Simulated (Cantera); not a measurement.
# Tantalum, niobium, vanadium and zirconium in process gases: Ta + CO₂ + H₂

Input: 1 mol Ta, a varied amount of CO₂, 180 mol H₂, at 2100 °C and 0.150 Pa.

Method: chemical equilibrium by Gibbs-energy minimisation in Cantera with the NASA 1993 tables (ideal gas, pure condensed phases). Candidate condensed phases: C, C₆H₆, C₇H₈, C₈H₁₈, H₂O, Ta, TaC, Ta₂O₅; 113 gas species. Condensed phases not in the tables: Ta₂C, N, O or C dissolved in the metal. The numbers say what is thermodynamically allowed, not how fast it happens.

```json
[
 {"n(CO₂) (mol)": "0.31", "x H": "0.991", "x CO": "0.000866", "x H₂": "0.00755", "x O": "3.17e-6", "x TaO": "0.000863", "n Ta(s)": "0.658"},
 {"n(CO₂) (mol)": "0.43", "x H": "0.990", "x CO": "0.00120", "x H₂": "0.00754", "x O": "4.40e-6", "x TaO": "0.00120", "n Ta(s)": "0.538"},
 {"n(CO₂) (mol)": "0.58", "x H": "0.989", "x CO": "0.00162", "x H₂": "0.00752", "x O": "5.93e-6", "x TaO": "0.00161", "n Ta(s)": "0.389"},
 {"n(CO₂) (mol)": "0.78", "x H": "0.988", "x CO": "0.00217", "x H₂": "0.00751", "x O": "7.96e-6", "x TaO": "0.00216", "n Ta(s)": "0.190"},
 {"n(CO₂) (mol)": "1.1", "x H": "0.986", "x CO": "0.00306", "x H₂": "0.00748", "x O": "0.000247", "x TaO": "0.00275", "n Ta(s)": "0"},
 {"n(CO₂) (mol)": "1.4", "x H": "0.985", "x CO": "0.00389", "x H₂": "0.00746", "x O": "0.000977", "x TaO": "0.00265", "n Ta(s)": "0"},
 {"n(CO₂) (mol)": "2", "x H": "0.982", "x CO": "0.00554", "x H₂": "0.00741", "x O": "0.00245", "x TaO": "0.00248", "n Ta(s)": "0"},
 {"n(CO₂) (mol)": "2.7", "x H": "0.978", "x CO": "0.00745", "x H₂": "0.00736", "x O": "0.00418", "x TaO": "0.00230", "n Ta(s)": "0"},
 {"n(CO₂) (mol)": "3.6", "x H": "0.974", "x CO": "0.00988", "x H₂": "0.00729", "x O": "0.00642", "x TaO": "0.00210", "n Ta(s)": "0"}
]
```
x: gas mole fraction; n: condensed amount in mol.

From 0.31 mol CO₂ to 0.78 mol CO₂ the condensed part is Ta(s). From 1.1 mol CO₂ to 3.6 mol CO₂ nothing is condensed. The main Ta-bearing gas is TaO throughout.
